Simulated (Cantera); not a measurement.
Standard-state values (1 bar) from the NASA 1993 polynomials, evaluated with Cantera. Values are per mole of reaction as written; species without (g) are pure solids or liquids, kept so even where they would boil at 1 bar.

Between 400 and 600 K, where is each reaction favourable under standard conditions?
- 2 AlI₃(g) → 2 Al(g) + 3 I₂


- 2 AlI₃(g) → 2 Al(g) + 3 I₂: ΔG° is 1071 kJ at 400 K and 1052 kJ at 600 K; it stays positive (K < 1). ΔH° is 1124 kJ and ΔS° 119 J/K at 600 K.
